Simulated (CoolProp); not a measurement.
Vapour-liquid equilibrium of benzene (1) + toluene (2) at 0.0066 MPa; x and y are mole fractions of (1).

Computed with CoolProp (multi-fluid Helmholtz-energy mixture model, Thol 2012 and Lemmon 2006; pair parameters Bell 2016).

```
x     bubble temperature, mixture model (K)  bubble temperature, Raoult's law (K)  y, mixture model  y, Raoult's law
----  -------------------------------------  ------------------------------------  ----------------  ---------------
0.05                                  307.2                                 307.1             0.141            0.144
0.15                                  303.4                                 303.3             0.361            0.364
0.25                                  300.1                                 300.0             0.522            0.524
0.35                                  297.3                                 297.2             0.642            0.644
0.45                                  294.8                                 294.7             0.735            0.736
0.55                                  292.5                                 292.5             0.808            0.808
0.65                                  290.5                                 290.5             0.866            0.866
0.75                                  288.7                                 288.6             0.914            0.914
0.85                                  287.0                                 287.0             0.953            0.953
0.95                                  285.5                                 285.5             0.986            0.986
```

The largest gap from Raoult's law is +0.1 K in bubble temperature, at x = 0.25. No azeotrope shows between x = 0.05 and 0.95.

Pair parameters are fitted to limited data, so mixtures are less certain than the pure fluids.
